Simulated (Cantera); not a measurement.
Feed: 1 mol Fe, 1.4 mol Cl₂, 0.16 mol N₂, 2 mol HCl, held at 0.0330 bar.

Equilibrium computed with Cantera from the NASA thermochemical tables; the gas is ideal and each condensed phase is pure. Candidate condensed phases: Fe, FeCl₂, FeCl₃, NH₄Cl; 18 gas species. The numbers say what is thermodynamically allowed, not how fast it happens. All values below are at 1275 °C.

Base state: HCl 0.542, FeCl₂ 0.246, Cl 0.0961, Cl₂ 0.0478, N₂ 0.0433, FeCl₃ 0.0251, Fe₂Cl₄ 5.56e-5 (mole fractions); condensed: gas only.

Problem. What changes in the equilibrium state with this change: pressure from 0.0330 bar to 0.133 bar?

Solution. 
```json
[
 {"species": "HCl", "before": "0.542", "after": "0.562"},
 {"species": "FeCl₂", "before": "0.246", "after": "0.228"},
 {"species": "Cl₂", "before": "0.0478", "after": "0.0595"},
 {"species": "Cl", "before": "0.0961", "after": "0.0534"},
 {"species": "FeCl₃", "before": "0.0251", "after": "0.0522"},
 {"species": "N₂", "before": "0.0433", "after": "0.0449"},
 {"species": "Fe₂Cl₄", "before": "5.56e-5", "after": "0.000194"}
]
```

Problem. What changes in the equilibrium state with this change: pressure from 0.0330 bar to 1.10 bar?

Solution. 
```json
[
 {"species": "HCl", "before": "0.542", "after": "0.589"},
 {"species": "FeCl₂", "before": "0.246", "after": "0.180"},
 {"species": "FeCl₃", "before": "0.0251", "after": "0.112"},
 {"species": "Cl", "before": "0.0961", "after": "0.0175"},
 {"species": "Cl₂", "before": "0.0478", "after": "0.0530"},
 {"species": "N₂", "before": "0.0433", "after": "0.0471"},
 {"species": "Fe₂Cl₆", "before": "1.47e-7", "after": "9.74e-5"},
 {"species": "Fe₂Cl₄", "before": "5.56e-5", "after": "0.000998"}
]
```
